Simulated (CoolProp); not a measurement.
2000 sccm (0 °C, 1 atm) of nitrogen bubbles through liquid tetrahydrofuran at 288.2 K and leaves saturated at a total pressure of 0.0555 MPa (ideal gas phase). Each further row changes one setting.

Values from CoolProp's reference Helmholtz-energy equation of state, Fiedler 2023.

| case | vapour pressure (kPa) | mole fraction of vapour | delivery (mg/min) | delivery (sccm) | change of delivery for a bath 1 K warmer (%) |
|---|---|---|---|---|---|
| as stated | 13.7 | 0.247 | 2110 | 657 | 6.6 |
| bath temperature 293.2 K | 17.3 | 0.312 | 2920 | 908 | 6.9 |
| total pressure 0.111 MPa | 13.7 | 0.124 | 908 | 282 | 5.6 |
